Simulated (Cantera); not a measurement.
Input: 1 mol S, 2.3 mol H₂, 1.8 mol N₂, held at 2623.15 K and 750 Torr.

Equilibrium computed with Cantera from the NASA thermochemical tables; the gas is ideal and each condensed phase is pure. Candidate condensed phases: S; 15 gas species. Equilibrium is a limit: real reactors are often held back by kinetics, nucleation or transport.

Base state: H₂ 0.442, N₂ 0.386, S₂ 0.0701, SH 0.0360, H 0.0280, S 0.0190, H₂S 0.0190, SN 8.62e-5 (mole fractions); condensed: gas only.

Q: What changes in the equilibrium state with this change: temperature from 2623.15 K to 3175 K?

A: 
```
species   before     after
-------  -------  --------
N₂         0.386     0.347
H₂         0.442     0.342
H         0.0280     0.153
S         0.0190    0.0770
H₂S       0.0190   0.00507
S₂        0.0701    0.0352
SH        0.0360    0.0400
N        5.39e-7   2.38e-5
SN       8.62e-5  0.000284
```
